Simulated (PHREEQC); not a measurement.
Solution (75 °C): 3.7 mmol/kgw NaH2PO4 and 0.2 mmol/kgw Na2SO4. Closed to the air; pH follows from the charge balance.

Computed with PHREEQC (ion-association model, phreeqc.dat).

This is a speciation only: nothing precipitates in the calculation.

Q: What pH, specific conductance does the model give?

A: pH 4.86; specific conductance 801 µS/cm.

Q: In which forms is S present?

A: SO4-2 98 %, NaSO4- 1.9 % of the S.

At this temperature some constants are extrapolated from 25 °C, and those without enthalpy data are left unchanged.
